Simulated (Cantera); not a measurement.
A Cantera script and its output.

```python
import numpy as np
import cantera as ct

gas = ct.Solution("gri30.yaml")
gas.TPX = 1298, 790000, {'CH4': 1, 'CO2': 3.9}
reactor = ct.IdealGasConstPressureReactor(gas, energy="off", clone=False)
net = ct.ReactorNet([reactor])
net.rtol, net.atol = 1e-08, 1e-18
show = ['CH4', 'CO2', 'H', 'CH3', 'O2', 'CH2', 'HO2']
times = np.geomspace(3e-05, 50, 14)

steps = ct.SolutionArray(gas, extra=["t"])
rows = []
print(f"{'t/s':>10s}{'T/K':>9s}{'P/Pa':>11s}" + "".join(f"{s:>11s}" for s in show))
for t in times:
    while net.time < t:
        t_next = net.step()
        steps.append(gas.state, t=t_next)
    rows.append([np.interp(t, steps.t, y) for y in (steps.T, steps.P, *steps(*show).X.T)])
    print(f"{t:10.3e}{rows[-1][0]:9.1f}{rows[-1][1]:11.4g}" + "".join(f"{x:11.3e}" for x in rows[-1][2:]))
rate = np.gradient(steps.T, steps.t)
print("integrator steps:", len(steps.t))
if steps.T.max() > steps.T[0] + 200:
    print(f"time of steepest temperature rise: {steps.t[rate.argmax()]:.4e} s")
gas.TPX = 1298, 790000, {'CH4': 1, 'CO2': 3.9}
gas.equilibrate("TP")
print(f"equilibrium (TP): T = {gas.T:.1f} K  " + "  ".join(f"{s} {gas[s].X[0]:.3e}" for s in show))
```

Output:

```
       t/s      T/K       P/Pa        CH4        CO2          H        CH3         O2        CH2        HO2
 3.000e-05   1298.0    7.9e+05  2.041e-01  7.959e-01  1.656e-10  1.655e-07  4.206e-21  2.286e-15  3.331e-20
 9.031e-05   1298.0    7.9e+05  2.041e-01  7.959e-01  1.660e-10  4.910e-07  2.007e-20  1.980e-14  5.135e-20
 2.718e-04   1298.0    7.9e+05  2.041e-01  7.959e-01  1.691e-10  1.308e-06  7.451e-20  1.396e-13  5.171e-20
 8.183e-04   1298.0    7.9e+05  2.041e-01  7.959e-01  1.760e-10  2.147e-06  2.350e-19  3.756e-13  4.997e-20
 2.463e-03   1298.0    7.9e+05  2.041e-01  7.959e-01  1.810e-10  2.260e-06  7.205e-19  4.164e-13  5.093e-20
 7.415e-03   1298.0    7.9e+05  2.040e-01  7.959e-01  1.949e-10  2.382e-06  2.235e-18  4.624e-13  5.441e-20
 2.232e-02   1298.0    7.9e+05  2.040e-01  7.959e-01  2.440e-10  2.699e-06  7.340e-18  5.936e-13  6.683e-20
 6.720e-02   1298.0    7.9e+05  2.037e-01  7.959e-01  4.425e-10  3.351e-06  2.910e-17  9.165e-13  1.171e-19
 2.023e-01   1298.0    7.9e+05  2.028e-01  7.956e-01  1.261e-09  4.064e-06  1.724e-16  1.357e-12  3.293e-19
 6.089e-01   1298.0    7.9e+05  2.000e-01  7.938e-01  3.851e-09  4.097e-06  1.278e-15  1.425e-12  1.104e-18
 1.833e+00   1298.0    7.9e+05  1.919e-01  7.855e-01  9.583e-09  3.771e-06  5.671e-15  1.508e-12  3.384e-18
 5.518e+00   1298.0    7.9e+05  1.707e-01  7.540e-01  1.570e-08  3.448e-06  8.320e-15  3.224e-12  7.036e-18
 1.661e+01   1298.0    7.9e+05  1.219e-01  6.671e-01  2.077e-08  3.084e-06  7.457e-15  1.457e-11  1.014e-17
 5.000e+01   1298.0    7.9e+05  6.620e-02  5.537e-01  5.646e-08  2.915e-06  4.178e-15  2.978e-11  1.363e-17
integrator steps: 1651
equilibrium (TP): T = 1298.0 K  CH4 3.586e-05  CO2 2.701e-01  H 1.434e-07  CH3 7.227e-10  O2 1.043e-15  CH2 4.526e-16  HO2 1.413e-18
```

Cantera simulation using GRI-Mech 3.0 (53 species, 325 reactions); the numbers are that mechanism's predictions, not measurements.
